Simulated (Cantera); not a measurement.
A Cantera script and what it prints.

```python
import numpy as np
import cantera as ct

gas_names = """
    F FO FO2 F2 F2O N NF NF2 NF3 NO NO2 NO3 N2 N2O O O2 O3 Si SiF SiF2 SiF3 SiF4 SiN SiO SiO2 Si2 Si2N
    Si3
""".split()
cond_names = """
    Si(cr) Si(L) SiO2(Lqz) SiO2(hqz) SiO2(L) Si2N2O(s) Si3N4(a)
""".split()


def load(file, names, dense=False):
    # The tables refer to 1 bar. Condensed volumes are neglected.
    table = {s.name: s for s in ct.Species.list_from_file(file)}
    out = []
    for n in names:
        d = dict(table[n].input_data)
        d["thermo"] = dict(d["thermo"], **{"reference-pressure": 1e5})
        if dense:
            d["equation-of-state"] = {"model": "constant-volume", "density": "1e6 g/cm^3"}
        out.append(ct.Species.from_dict(d))
    return out


gas = ct.Solution(thermo="ideal-gas", species=load("nasa_gas.yaml", gas_names))
cond = {s.name: ct.Solution(thermo="fixed-stoichiometry", species=[s], name=s.name)
        for s in load("nasa_condensed.yaml", cond_names, dense=True)}
atoms = {
    'SiF4': {'Si': 1, 'F': 4},
    'O3': {'O': 3},
    'N2': {'N': 2},
}
top_T = {'Si2N2O(s)': 2100, 'Si3N4(a)': 2400}  # K; cautious upper limits of use, not melting points


def equilibrate(T, P, feed):
    n = {}
    for name, mol in feed.items():
        for a, k in atoms[name].items():
            n[a] = n.get(a, 0.0) + k * mol
    gas.TPX = T, P, n
    mass = sum(n.values()) * gas.mean_molecular_weight
    gas.equilibrate("TP")
    valid = [c for c in cond.values() if c.min_temp <= T <= top_T.get(c.name, c.max_temp)]
    mix = ct.Mixture([(gas, mass / gas.mean_molecular_weight)] + [(c, 0.0) for c in valid])
    mix.T, mix.P = T, P
    mix.equilibrate("TP", solver="vcs", rtol=1e-11, max_steps=5000)
    return mix


results = []
feed = {'SiF4': 1, 'O3': 6.9, 'N2': 8.6}  # mol
T = 2075  # K
for P in [5, 36, 260, 1900, 14000, 100000]:
    mix = equilibrate(T, P, feed)
    results.append((T, P, feed, dict(zip(mix.species_names, mix.species_moles))))

top = {s: max(r[3][s] / sum(r[3][g] for g in gas_names) for r in results) for s in gas_names}
cols = sorted((s for s in top if top[s] > 1e-05), key=lambda s: -top[s])[:7]
seen = [c for c in cond_names if any(r[3].get(c, 0) > 1e-12 for r in results)]
print("log10 of partial pressures in bar; condensed amounts in mol")
print(f"{'P/Pa':>10s}" + "".join(f"{s[:9]:>10s}" for s in cols + seen))
for T, P, feed, n in results:
    ng = sum(n[g] for g in gas_names)
    print(f"{P:10.4g}" + "".join(f"{np.log10(max(n[s] / ng * P / 1e5, 1e-99)):10.3f}" for s in cols)
          + "".join(f"{n.get(c, 0):10.4g}" for c in seen))
```

It prints:

```
log10 of partial pressures in bar; condensed amounts in mol
      P/Pa        O2        N2         O      SiF4         F        NO       SiO   SiO2(L)
         5    -4.685    -4.710    -5.276    -5.753    -5.755    -6.336    -6.403         0
        36    -3.766    -3.828    -4.817    -4.790    -5.456    -5.436    -6.175         0
       260    -2.886    -2.960    -4.377    -3.901    -5.160    -4.562    -6.031         0
      1900    -2.015    -2.094    -3.941    -3.027    -4.838    -3.693    -6.010         0
   1.4e+04    -1.145    -1.225    -3.506    -2.156    -4.418    -2.824    -6.384   0.00042
     1e+05    -0.290    -0.371    -3.078    -1.301    -3.991    -1.969    -6.811 0.0002062
```

Equilibrium computed with Cantera from the NASA thermochemical tables; the gas is ideal and each condensed phase is pure. The tables' values for SiF3, SiO2, SiF2 are old estimates; treat these amounts as uncertain. The tables hold silica as quartz up to 1696 K and as liquid above; real silica turns to tridymite and cristobalite and melts near 1996 K.
